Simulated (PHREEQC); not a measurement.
Make-up at 20 °C: 0.0047 mol/kgw ZnSO4, 7.9e-05 mol/kgw NaHCO3 and 0.099 mol/kgw Na2SO4. Closed to the air; pH follows from the charge balance.

Computed with PHREEQC (ion-association model, wateq4f.dat).

```json
[
 {"quantity": "pH", "before": "7.08", "after": "9.03"},
 {"quantity": "ionic strength (mol/kgw)", "before": "0.266", "after": "0.270"},
 {"quantity": "Na+ (mol/kgw)", "before": "0.179", "after": "0.179"},
 {"quantity": "SO4-2 (mol/kgw)", "before": "0.0805", "after": "0.0827"},
 {"quantity": "NaSO4- (mol/kgw)", "before": "0.0186", "after": "0.0190"},
 {"quantity": "HCO3- (mol/kgw)", "before": "6.19e-5", "after": "3.07e-5"},
 {"quantity": "SI of Mirabilite (Na2SO4:10H2O)", "before": "-2.10", "after": "-2.10"},
 {"quantity": "SI of Nahcolite (NaHCO3)", "before": "-4.63", "after": "-4.94"}
]
```

Question: What was changed between the two runs?
A. Na2SO4 from 0.099 to 0.149 mol/kgw
B. NaHCO3 from 7.9e-05 to 7.11e-05 mol/kgw
C. 0.13 mol/kgw H3BO3 added
D. 0.0052 mol/kgw TMAH added
E. diluted 10-fold with water

Answer: D, 0.0052 mol/kgw TMAH added

Precipitation was switched off in this run. Some of these states are supersaturated (in Zn(OH)2-e, Zn4(OH)6SO4, for instance). (CH3)4N+ isn't in the database: it is added as a free cation with an ion size of 4 Å.
